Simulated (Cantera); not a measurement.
Charge: 1 mol Zr, 0.68 mol N₂O, 4.6 mol H₂, 4.5 mol H₂O, at 1.00 bar.

Method: chemical equilibrium by Gibbs-energy minimisation in Cantera with the NASA 1993 tables (ideal gas, pure condensed phases). Candidate condensed phases: H₂O, Zr, ZrN, ZrO₂; 28 gas species. Equilibrium is a limit: real reactors are often held back by kinetics, nucleation or transport.

**Question.** Which condensed phases are stable at each of these points (T (K)): 1473, 1498, 1523, 1548, 1573, 1598, 1623?

**Answer.** 
```
T (K)  condensed phases  Zr condensed (%)
-----  ----------------  ----------------
1473   ZrO₂(monoclinic)             100.0
1498   ZrO₂(tetragonal)             100.0
1523   ZrO₂(tetragonal)             100.0
1548   ZrO₂(tetragonal)             100.0
1573   ZrO₂(tetragonal)             100.0
1598   ZrO₂(tetragonal)             100.0
1623   ZrO₂(tetragonal)             100.0
```

At 1473 K the condensed part is ZrO₂(monoclinic). From 1498 K to 1623 K the condensed part is ZrO₂(tetragonal).
